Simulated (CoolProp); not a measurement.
A closed Brayton cycle with carbon dioxide: compressor inlet 310.15 K and 9.5 MPa, high pressure 31.1 MPa, turbine inlet 875 K, compressor efficiency 0.8, turbine efficiency 0.85, recuperator effectiveness 0.8 (on enthalpy, no pinch check). Each further row changes one setting.

Computed with CoolProp (reference Helmholtz-energy equation of state, Span 1996).

```
case                           thermal efficiency (%)  net work (kJ/kg)  compressor to turbine work  compressor exit (K)  turbine exit (K)
-----------------------------  ----------------------  ----------------  --------------------------  -------------------  ----------------
as stated                                        31.3               118                        0.24                348.7             736.1
turbine inlet 825 K                              30.3               108                        0.25                348.7             690.7
compressor inlet 320.15 K                         ___               102                         ___                397.0             736.1
high pressure 26.4 MPa                            ___               106                         ___                  ___               ___
recuperator effectiveness 0.5                     ___               118                        0.24                348.7             736.1
```

Complete the blanks.


- compressor inlet 320.15 K, thermal efficiency (%): 30.0
- compressor inlet 320.15 K, compressor to turbine work: 0.34
- high pressure 26.4 MPa, thermal efficiency (%): 29.5
- high pressure 26.4 MPa, compressor to turbine work: 0.22
- high pressure 26.4 MPa, compressor exit (K): 342.2
- high pressure 26.4 MPa, turbine exit (K): 754.6
- recuperator effectiveness 0.5, thermal efficiency (%): 22.8
